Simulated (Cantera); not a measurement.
Feed: 1 mol AlCl3, 0.74 mol NH3, 13 mol H2, held at 13300 Pa.

Equilibrium computed with Cantera from the NASA thermochemical tables; the gas is ideal and each condensed phase is pure. Candidate condensed phases: Al, AlCl3, AlN, NH4Cl; 20 gas species. Kinetics and transport are ignored.

Over these rows the condensed part is AlN(s). Partial pressures as log10 of bar:

```csv
T (K),1000/T (1/K),log p AlCl,log p H2,log p HCl,log p AlCl3,log p N2
1148,0.8711,-7.12,-0.93,-2.05,-2.25,-2.77
1223,0.8177,-6.15,-0.93,-2.06,-2.24,-2.76
1298,0.7704,-5.30,-0.93,-2.07,-2.24,-2.75
1373,0.7283,-4.54,-0.93,-2.08,-2.24,-2.74
1448,0.6906,?,-0.93,-2.09,-2.25,-2.72
1523,0.6566,-3.28,-0.93,-2.10,-2.28,-2.68
```

Q: Fit log p(AlCl) = a + b·(1000/T) to the five rows, give the apparent enthalpy, and predict the row at 1448 K.

A: Means: 1000/T = 0.7688, log p = -5.278. Sxy = -0.485177, Sxx = 0.0270881, so b = -17.91 and a = -5.278 − (-17.91)×0.7688 = 8.49.
Apparent enthalpy: −19.145 × (-17.91) = 343 kJ/mol. With the condensed phases at unit activity, 2/3 AlN(s) + 1/3 AlCl3(g) = AlCl(g) + 1/3 N2(g) links this pressure to the main gases: over the six rows their terms move log p by -0.04 in all, so the slope is close to that reaction's ΔH°. The five rows lie within 0.01 of the line.
Prediction at 1448 K: 8.49 + (-17.91)×0.6906 = -3.88. The computed value is -3.87, 0.01 from the line.
